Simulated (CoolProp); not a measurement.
Computed with CoolProp (reference Helmholtz-energy equation of state, Thol 2017).

**Question.** Give the vapour pressure (MPa), enthalpy of vaporisation (kJ/kg), liquid cp (kJ/(kg K)), vapour Z of saturated decamethyltetrasiloxane (MD2M) at 479.6, 505.3, 519.9 K.

**Answer.** 
| T (K) | p (MPa) | enthalpy of vaporisation (kJ/kg) | liquid cp (kJ/(kg K)) | vapour Z |
|---|---|---|---|---|
| 479.6 | 0.134 | 125 | 2.14 | 0.909 |
| 505.3 | 0.232 | 114 | 2.20 | 0.862 |
| 519.9 | 0.308 | 107 | 2.24 | 0.829 |
